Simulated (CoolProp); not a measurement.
Properties of water at several states.

Values from CoolProp's reference Helmholtz-energy equation of state, Wagner 2002.

```csv
T (°C),p (MPa),phase,Z,speed of sound (m/s),conductivity (mW/(m K)),Prandtl number
557.55,0.0364,gas,0.9998,697.7,73.7,0.910
443.95,0.354,gas,0.9964,650.4,60.0,0.923
691.55,0.0478,gas,0.9999,747.7,91.1,0.901
310.65,0.0178,gas,0.9996,591.4,44.5,0.936
```

Viscosity comes from a separate model (Huber 2009). Thermal conductivity comes from a separate model (Huber 2012).
